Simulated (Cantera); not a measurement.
A closed system holds: 1 mol SiCl4, 27 mol NH3, 14 mol H2, held at 2023.15 K and 24.8 Torr.

These are equilibrium values from Cantera (NASA tables, ideal gas, pure condensed phases), not measurements of a reactor. Candidate condensed phases: NH4Cl, Si, Si3N4; 28 gas species. The tables' values for SiCl, SiN, SiCl3 are old estimates; treat these amounts as uncertain. Gases not in the tables: Si2H6 and higher silanes. Rates play no part.

Base state: H2 0.747, N2 0.192, HCl 0.0439, H 0.00904, SiCl2 0.00601, Si 0.00173, SiCl 0.000424, Cl 0.000395 (mole fractions); condensed: Si(l).

Problem. What changes in the equilibrium state with this change: SiCl4 replaced by Si2Cl6?

Solution. 
| species | before | after |
|---|---|---|
| H2 | 0.747 | 0.728 |
| N2 | 0.192 | 0.189 |
| HCl | 0.0439 | 0.0598 |
| SiCl2 | 0.00601 | 0.0115 |
| SiCl3 | 1.18e-5 | 3.09e-5 |
| Cl | 0.000395 | 0.000545 |
| Si(l), mol | 0.393 | 0.983 |
The feed counts by its element totals alone.

Problem. What changes in the equilibrium state with this change: NH3 from 27 to 0.14 mol?

Solution. 
```csv
species,before,after
H2,0.747,0.794
HCl,0.0439,0.134
SiCl2,0.00601,0.0530
N2,0.192,0.00426
SiCl3,1.18e-5,0.000308
SiN,3.38e-5,5.05e-6
"Si(l), mol",0.393,0.0703
```
The tables' values for SiCl, SiCl3 are old estimates; treat these amounts as uncertain.
